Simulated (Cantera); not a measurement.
Input: 1 mol PbO, 12 mol H2, 2 mol N2, equilibrated at 1575 °C and 0.413 Torr.

Method: chemical equilibrium by Gibbs-energy minimisation in Cantera with the NASA 1993 tables (ideal gas, pure condensed phases). Kinetics and transport are ignored.

```tsv
species	before	after
H2	0.717	0.784
N2	0.132	0.143
H2O	0.0659	0.0713
Pb	0.0660	0.00235
H	0.0192	4.13e-9
OH	0.000130	<1e-9
PbO	1.50e-5	<1e-9
Pb(l), mol	0	0.967
```
Gas species are given as mole fractions.

Problem. Which change was made?
A) temperature from 1575 °C to 625 °C
B) temperature from 1575 °C to 1477 °C
C) H2 from 12 to 1.2 mol
D) temperature from 1575 °C to 600 °C

Solution. A, temperature from 1575 °C to 625 °C
